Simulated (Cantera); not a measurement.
## Equilibrium for fluorocarbon and chlorocarbon gases: CH2F2 + HCl + H2

Charge: 1 mol CH2F2, 0.019 mol HCl, 0.07 mol H2, at 100 Torr.

These are equilibrium values from Cantera (NASA tables, ideal gas, pure condensed phases), not measurements of a reactor. Candidate condensed phases: C, C6H6, C7H8, C8H18; 118 gas species. Kinetics and transport are ignored.

```csv
T (K),x HF,x H,x F,x H2,x C3,n C(graphite)
2625,0.944,0.0187,0.00195,0.0258,2.37e-5,0.997
2675,0.941,0.0222,0.00272,0.0246,4.72e-5,0.997
2725,0.937,0.0261,0.00376,0.0233,9.17e-5,0.996
2775,0.932,0.0304,0.00515,0.0219,0.000174,0.994
2825,0.926,0.0351,0.00698,0.0206,0.000321,0.992
2875,0.919,0.0403,0.00937,0.0193,0.000581,0.989
2925,0.911,0.0459,0.0124,0.0181,0.00103,0.984
2975,0.900,0.0522,0.0163,0.0170,0.00179,0.975
3025,0.886,0.0592,0.0211,0.0161,0.00305,0.962
3075,0.870,0.0669,0.0269,0.0153,0.00510,0.941
3125,0.849,0.0755,0.0338,0.0146,0.00839,0.909
3175,0.823,0.0849,0.0418,0.0140,0.0136,0.857
3225,0.791,0.0952,0.0509,0.0134,0.0216,0.777
```
x: gas mole fraction; n: condensed amount in mol.

From 2625 K to 3225 K the condensed part is C(graphite). The main C-bearing gas is C2H2 (acetylene) at 2625 K and C3 at 3225 K.
